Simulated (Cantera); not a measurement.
Input: 1 mol C₂H₄, 0.77 mol O₂, 15 mol H₂, held at 2052 °C and 1 atm.

These are equilibrium values from Cantera (NASA tables, ideal gas, pure condensed phases), not measurements of a reactor. Candidate condensed phases: C, C₆H₆, C₇H₈, C₈H₁₈, H₂O; 110 gas species. The numbers say what is thermodynamically allowed, not how fast it happens.

Problem. What is the equilibrium state?

Solution. 
```json
{
  "x(H₂)": "0.902",
  "x(CO)": "0.0826",
  "x(H)": "0.0104",
  "x(C₂H₂ (acetylene))": "0.00441",
  "x(CH₄)": "0.000168",
  "x(CH₃)": "3.62e-5",
  "x(C₄H₂)": "8.84e-6",
  "x(C₂H₄)": "5.72e-6",
  "x(H₂O)": "2.94e-6",
  "n(C(graphite))": "0.291 mol",
  "gas_amount": "18.63 mol"
}
```
